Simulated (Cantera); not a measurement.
Feed: 1 mol SiH2Cl2, 0.15 mol HCl, 6.1 mol H2, equilibrated at 0.100 bar.

Points: T (K) = 1225, 1275, 1325, 1375, 1425, 1475, 1525, 1575, 1625, 1675, 1725.

Cantera's Mixture.equilibrate('TP', solver="vcs", rtol=1e-11, max_steps=5000) on the NASA tables stopped like this:

```
ERROR: FAILURE its = 5001!

*******************************************************************************
CanteraError thrown by MultiPhase::equilibrate:
VCS solver failed. Return code: -1
*******************************************************************************
```

Q: What got this run through?

A: Several could match; the one computed here: The failure is numerical, not chemical. The same input converged with solver="gibbs", rtol=1e-10, max_steps=50000, and the result passed a check of the equilibrium conditions:
```
T = 1225 K  P = 10000 Pa  gas = 7.893 mol
   x: H2 8.679e-01  HCL 6.966e-02  SiCL4 2.958e-02  SiCL2 1.364e-02  SiHCL3 1.150e-02  SiCL3 7.143e-03  SiH2CL2 5.969e-04  SiH3CL 8.537e-06
   condensed (mol): Si(cr) 0.5069
T = 1275 K  P = 10000 Pa  gas = 7.962 mol
   x: H2 8.540e-01  HCL 8.415e-02  SiCL4 2.221e-02  SiCL2 2.149e-02  SiHCL3 9.099e-03  SiCL3 8.566e-03  SiH2CL2 5.166e-04  SiH3CL 8.192e-06  H 2.154e-06
   condensed (mol): Si(cr) 0.5072
T = 1325 K  P = 10000 Pa  gas = 8.035 mol
   x: H2 8.407e-01  HCL 9.713e-02  SiCL2 3.075e-02  SiCL4 1.509e-02  SiCL3 9.241e-03  SiHCL3 6.685e-03  SiH2CL2 4.250e-04  SiH3CL 7.641e-06  H 4.742e-06
   condensed (mol): Si(cr) 0.5003
T = 1375 K  P = 10000 Pa  gas = 8.099 mol
   x: H2 8.296e-01  HCL 1.073e-01  SiCL2 4.002e-02  SiCL4 9.221e-03  SiCL3 8.962e-03  SiHCL3 4.547e-03  SiH2CL2 3.321e-04  H 9.869e-06  SiH3CL 6.941e-06  CL 1.057e-06
   condensed (mol): Si(cr) 0.489
T = 1425 K  P = 10000 Pa  gas = 8.15 mol
   x: H2 8.215e-01  HCL 1.143e-01  SiCL2 4.797e-02  SiCL3 7.927e-03  SiCL4 5.151e-03  SiHCL3 2.898e-03  SiH2CL2 2.488e-04  H 1.955e-05  SiH3CL 6.179e-06  CL 2.227e-06
   condensed (mol): Si(cr) 0.4767
T = 1475 K  P = 10000 Pa  gas = 8.185 mol
   x: H2 8.163e-01  HCL 1.184e-01  SiCL2 5.403e-02  SiCL3 6.567e-03  SiCL4 2.715e-03  SiHCL3 1.772e-03  SiH2CL2 1.816e-04  H 3.706e-05  SiH3CL 5.433e-06  CL 4.353e-06  SiCL 2.159e-06
   condensed (mol): Si(cr) 0.4657
T = 1525 K  P = 10000 Pa  gas = 8.207 mol
   x: H2 8.133e-01  HCL 1.204e-01  SiCL2 5.836e-02  SiCL3 5.241e-03  SiCL4 1.398e-03  SiHCL3 1.067e-03  SiH2CL2 1.312e-04  H 6.746e-05  CL 8.013e-06  SiH3CL 4.756e-06  SiCL 4.718e-06  SiH2 1.672e-06
   condensed (mol): Si(cr) 0.4566
T = 1575 K  P = 10000 Pa  gas = 8.222 mol
   x: H2 8.116e-01  HCL 1.213e-01  SiCL2 6.143e-02  SiCL3 4.117e-03  SiCL4 7.220e-04  SiHCL3 6.447e-04  H 1.184e-04  SiH2CL2 9.503e-05  CL 1.405e-05  SiCL 9.704e-06  SiH3CL 4.168e-06  SiH2 3.049e-06
   condensed (mol): Si(cr) 0.4489
T = 1625 K  P = 10000 Pa  gas = 8.231 mol
   x: H2 8.107e-01  HCL 1.214e-01  SiCL2 6.364e-02  SiCL3 3.224e-03  SiHCL3 3.951e-04  SiCL4 3.794e-04  H 2.009e-04  SiH2CL2 6.948e-05  CL 2.368e-05  SiCL 1.896e-05  SiH2 5.359e-06  SiH3CL 3.665e-06  Si 1.629e-06
   condensed (mol): Si(cr) 0.4424
T = 1675 K  P = 10000 Pa  gas = 8.237 mol
   x: H2 8.102e-01  HCL 1.211e-01  SiCL2 6.529e-02  SiCL3 2.536e-03  H 3.305e-04  SiHCL3 2.469e-04  SiCL4 2.045e-04  SiH2CL2 5.144e-05  CL 3.856e-05  SiCL 3.543e-05  SiH2 9.110e-06  Si 4.340e-06  SiH3CL 3.241e-06  SiH 2.074e-06
   condensed (mol): Si(cr) 0.4367
T = 1725 K  P = 10000 Pa  gas = 8.242 mol
   x: H2 8.084e-01  HCL 1.235e-01  SiCL2 6.508e-02  SiCL3 2.015e-03  H 5.281e-04  SiHCL3 1.579e-04  SiCL4 1.165e-04  CL 6.248e-05  SiCL 6.072e-05  SiH2CL2 3.770e-05  SiH2 1.394e-05  Si 1.015e-05  SiH 4.125e-06  SiH3CL 2.741e-06
   condensed (mol): Si(L) 0.4437
```

The gas is ideal and each condensed phase is pure. The tables' values for SiCl3, SiCl are old estimates; treat these amounts as uncertain. Gases not in the tables: Si2H6 and higher silanes.
